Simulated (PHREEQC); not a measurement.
A made-up water analysis in mg/kgw, 37 °C, pH 8.26, pe 8.8: Na 3.71; K 0.0116; Ca 22.2; Mg 0.0965; Cl 33.3; S(6) as SO4 8.16; Alkalinity as HCO3 6.98; Zn 0.244.

Na is adjusted to close the charge balance.
Valence states are taken as typed.

Computed with PHREEQC (ion-association model, phreeqc.dat).

No solid was allowed to form.

**Question.** What specific conductance does the model give?

**Answer.** specific conductance 196 µS/cm.

**Question.** In which forms is S present?

**Answer.** SO4-2 93 %, CaSO4 6.7 % of the S.

Species that the database lacks are ignored. At this temperature some constants are extrapolated from 25 °C, and those without enthalpy data are left unchanged.
